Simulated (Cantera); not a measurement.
Input: 1 mol Si2Cl6, 0.26 mol Cl2, 260 mol N2, at 0.00160 bar.

Method: chemical equilibrium by Gibbs-energy minimisation in Cantera with the NASA 1993 tables (ideal gas, pure condensed phases). Candidate condensed phases: Si, Si3N4; 13 gas species. The feed counts by its element totals alone. The tables' values for SiCl3, SiCl are old estimates; treat these amounts as uncertain. The numbers say what is thermodynamically allowed, not how fast it happens.

x: gas mole fraction; nothing condenses.

```
T (K)   x N2      x Cl  x SiCl2  x SiCl4   x SiCl3   x SiCl    x Cl2
-----  -----  --------  -------  -------  --------  -------  -------
1348   0.992   9.86e-5  0.00220  0.00409   0.00134  5.56e-9  4.42e-8
1398   0.992  0.000308  0.00226  0.00393   0.00144  8.74e-9  1.94e-7
1448   0.992  0.000840  0.00247      [?]   0.00156  1.51e-8  6.83e-7
1498   0.990   0.00193  0.00296      [?]   0.00167  3.07e-8  1.80e-6
1548   0.989   0.00369  0.00382      [?]   0.00169  7.46e-8  3.41e-6
1598   0.987   0.00579  0.00495      [?]   0.00150  2.04e-7  4.55e-6
1648   0.985   0.00756  0.00604      [?]   0.00110  5.85e-7  4.36e-6
1698   0.984   0.00859  0.00676      [?]  0.000672  1.66e-6  3.27e-6
1748   0.983   0.00908  0.00715      [?]  0.000377  4.50e-6  2.19e-6
1798   0.983   0.00932  0.00733      [?]  0.000206  1.16e-5  1.42e-6
```

Question: Fill in the missing entries.

Answer: 
- 1448, x SiCl4: 0.00361
- 1498, x SiCl4: 0.00300
- 1548, x SiCl4: 0.00210
- 1598, x SiCl4: 0.00113
- 1648, x SiCl4: 0.000440
- 1698, x SiCl4: 0.000132
- 1748, x SiCl4: 3.54e-5
- 1798, x SiCl4: 9.41e-6
